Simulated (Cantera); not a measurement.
An adiabatic, constant-pressure homogeneous reactor starts with CO : H₂ : O₂ : N₂ = 1 : 0.49 : 0.677 : 2.55 (molar parts), at 1298 K and 760 Torr. Integrator tolerance rtol = 1e-08.

Detailed kinetics in Cantera: GRI-Mech 3.0 (53 species, 325 reactions).

### Question
What does this change do: initial temperature 1298 to 1225 K?

### Answer
```tsv
quantity	before	after
time of steepest temperature rise	38.0 µs	53.1 µs
temperature at 9.00 s	2730 K	2708 K
equilibrium temperature	2730 K	2708 K
x(CO) at 9.00 s	0.0964 (gas-phase equilibrium 0.0964)	0.0928 (gas-phase equilibrium 0.0928)
x(H₂) at 9.00 s	0.00965 (gas-phase equilibrium 0.00965)	0.00922 (gas-phase equilibrium 0.00922)
x(O₂) at 9.00 s	0.0261 (gas-phase equilibrium 0.0261)	0.0248 (gas-phase equilibrium 0.0248)
x(NO) at 9.00 s	0.0102 (gas-phase equilibrium 0.0102)	0.00967 (gas-phase equilibrium 0.00967)
x(HO₂) at 9.00 s	5.05e-6 (gas-phase equilibrium 5.05e-6)	4.67e-6 (gas-phase equilibrium 4.67e-6)
```
